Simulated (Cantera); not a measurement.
**Thermodynamics of carbon deposition, reforming and gasification, feed C3H6 + CO2 + N2**

Input: 1 mol C3H6, 2 mol CO2, 9.1 mol N2, held at 12.0 Pa.

These are equilibrium values from Cantera (NASA tables, ideal gas, pure condensed phases), not measurements of a reactor. Candidate condensed phases: C, C6H6, C7H8, C8H18, H2O; 136 gas species. Rates play no part.

From 2075 °C to 2275 °C the condensed part is C(graphite). The main C-bearing gas is CO throughout. The share of C in condensed phases is highest at 2075 °C (15.9 %) and lowest at 2275 °C (2.0 %).

```tsv
T (°C)	log p N2	log p H	log p CO	log p H2	n C(graphite)
2075	-4.23	-4.55	-4.58	-5.29	0.797
2100	-4.23	-4.53	-4.58	-5.35	0.776
2125	-4.23	-4.52	-4.59	-5.43	0.748
2150	-4.24	-4.50	-4.59	-5.50	0.709
2175	-4.24	-4.49	-4.59	-5.58	0.655
2200	-4.24	-4.48	-4.59	-5.66	0.577
2225	-4.24	-4.47	-4.60	-5.74	0.469
2250	-4.25	-4.47	-4.60	-5.82	0.316
2275	-4.25	-4.46	-4.60	-5.91	0.100
```
log p: log10 of the partial pressure in bar; n: condensed amount in mol.
